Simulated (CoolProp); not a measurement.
Saturation properties of n-butane.

Computed with CoolProp (reference Helmholtz-energy equation of state, Bücker 2006).

```json
[
 {"T (K)": "220.5", "p (kPa)": "8.051", "liquid density (kg/m³)": "654.3", "liquid cp (kJ/(kg K))": "2.114", "vapour Z": "0.9934", "surface tension (mN/m)": "21.2"},
 {"T (K)": "233.9", "p (kPa)": "17.49", "liquid density (kg/m³)": "641.1", "liquid cp (kJ/(kg K))": "?", "vapour Z": "0.9884", "surface tension (mN/m)": "19.6"},
 {"T (K)": "247.4", "p (kPa)": "34.66", "liquid density (kg/m³)": "627.6", "liquid cp (kJ/(kg K))": "2.203", "vapour Z": "0.9808", "surface tension (mN/m)": "17.9"},
 {"T (K)": "260.8", "p (kPa)": "63.07", "liquid density (kg/m³)": "?", "liquid cp (kJ/(kg K))": "2.257", "vapour Z": "0.9706", "surface tension (mN/m)": "16.3"},
 {"T (K)": "274.3", "p (kPa)": "107.8", "liquid density (kg/m³)": "599.5", "liquid cp (kJ/(kg K))": "2.317", "vapour Z": "0.9570", "surface tension (mN/m)": "14.7"},
 {"T (K)": "287.7", "p (kPa)": "173.5", "liquid density (kg/m³)": "584.8", "liquid cp (kJ/(kg K))": "2.384", "vapour Z": "0.9400", "surface tension (mN/m)": "13.1"},
 {"T (K)": "301.2", "p (kPa)": "267.2", "liquid density (kg/m³)": "?", "liquid cp (kJ/(kg K))": "2.458", "vapour Z": "0.9191", "surface tension (mN/m)": "11.6"},
 {"T (K)": "314.6", "p (kPa)": "?", "liquid density (kg/m³)": "553.1", "liquid cp (kJ/(kg K))": "2.541", "vapour Z": "0.8943", "surface tension (mN/m)": "?"},
 {"T (K)": "328.1", "p (kPa)": "562.9", "liquid density (kg/m³)": "?", "liquid cp (kJ/(kg K))": "2.634", "vapour Z": "0.8648", "surface tension (mN/m)": "8.61"},
 {"T (K)": "341.5", "p (kPa)": "?", "liquid density (kg/m³)": "517.6", "liquid cp (kJ/(kg K))": "2.742", "vapour Z": "0.8307", "surface tension (mN/m)": "7.19"}
]
```

Question: Some entries are withheld; supply them.

Answer: 
- 233.9, liquid cp (kJ/(kg K)): 2.156
- 260.8, liquid density (kg/m³): 613.8
- 301.2, liquid density (kg/m³): 569.3
- 314.6, p (kPa): 394.0
- 314.6, surface tension (mN/m): 10.1
- 328.1, liquid density (kg/m³): 535.9
- 341.5, p (kPa): 778.8

It boils at 272.7 K under 1 atm.

Surface tension comes from a separate correlation (Mulero 2012).
